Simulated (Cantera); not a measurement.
What does this Cantera script print?

```python
import numpy as np
import cantera as ct

gas = ct.Solution("gri30.yaml")
gas.TPX = 1300, 13332, {'N2O': 1, 'H2O': 0.019}
reactor = ct.IdealGasConstPressureReactor(gas, energy="off", clone=False)
net = ct.ReactorNet([reactor])
net.rtol, net.atol = 1e-08, 1e-18
show = ['N2O', 'H2O', 'O2', 'H2', 'NO']
times = np.geomspace(1e-06, 200, 11)

steps = ct.SolutionArray(gas, extra=["t"])
rows = []
print(f"{'t/s':>10s}{'T/K':>9s}{'P/Pa':>11s}" + "".join(f"{s:>11s}" for s in show))
for t in times:
    while net.time < t:
        t_next = net.step()
        steps.append(gas.state, t=t_next)
    rows.append([np.interp(t, steps.t, y) for y in (steps.T, steps.P, *steps(*show).X.T)])
    print(f"{t:10.3e}{rows[-1][0]:9.1f}{rows[-1][1]:11.4g}" + "".join(f"{x:11.3e}" for x in rows[-1][2:]))
rate = np.gradient(steps.T, steps.t)
print("integrator steps:", len(steps.t))
if steps.T.max() > steps.T[0] + 200:
    print(f"time of steepest temperature rise: {steps.t[rate.argmax()]:.4e} s")
gas.TPX = 1300, 13332, {'N2O': 1, 'H2O': 0.019}
gas.equilibrate("TP")
print(f"equilibrium (TP): T = {gas.T:.1f} K  " + "  ".join(f"{s} {gas[s].X[0]:.3e}" for s in show))
```

Result:

```
       t/s      T/K       P/Pa        N2O        H2O         O2         H2         NO
 1.000e-06   1300.0  1.333e+04  9.814e-01  1.865e-02  3.236e-09  4.909e-20  1.129e-09
 6.762e-06   1300.0  1.333e+04  9.814e-01  1.865e-02  1.385e-07  2.650e-16  4.832e-08
 4.573e-05   1300.0  1.333e+04  9.813e-01  1.865e-02  4.452e-06  8.299e-13  1.553e-06
 3.092e-04   1300.0  1.333e+04  9.811e-01  1.864e-02  5.787e-05  3.984e-10  2.017e-05
 2.091e-03   1300.0  1.333e+04  9.798e-01  1.863e-02  4.329e-04  3.302e-08  1.473e-04
 1.414e-02   1300.0  1.333e+04  9.707e-01  1.856e-02  3.009e-03  1.743e-07  9.161e-04
 9.564e-02   1300.0  1.333e+04  9.126e-01  1.820e-02  1.974e-02  8.668e-08  5.856e-03
 6.467e-01   1300.0  1.333e+04  6.212e-01  1.638e-02  1.048e-01  7.096e-08  3.131e-02
 4.373e+00   1300.0  1.333e+04  8.508e-02  1.303e-02  2.627e-01  8.296e-08  7.564e-02
 2.958e+01   1300.0  1.333e+04  5.029e-05  1.251e-02  2.892e-01  5.707e-09  7.922e-02
 2.000e+02   1300.0  1.333e+04  1.498e-06  1.251e-02  2.893e-01  5.571e-09  7.907e-02
integrator steps: 1841
equilibrium (TP): T = 1300.0 K  N2O 1.007e-08  H2O 1.250e-02  O2 3.289e-01  H2 5.217e-09  NO 4.552e-04
```

Cantera simulation using GRI-Mech 3.0 (53 species, 325 reactions); the numbers are that mechanism's predictions, not measurements. GRI-Mech 3.0 was tuned for natural gas; its chemistry of N2O as a main component is partial and can be far from experiment. The mechanism lacks the step 2 NO + O2 → 2 NO2, which can matter for NO2 below about 1400 K. The temperature is held fixed by assumption; the heat of reaction is taken as removed at once.
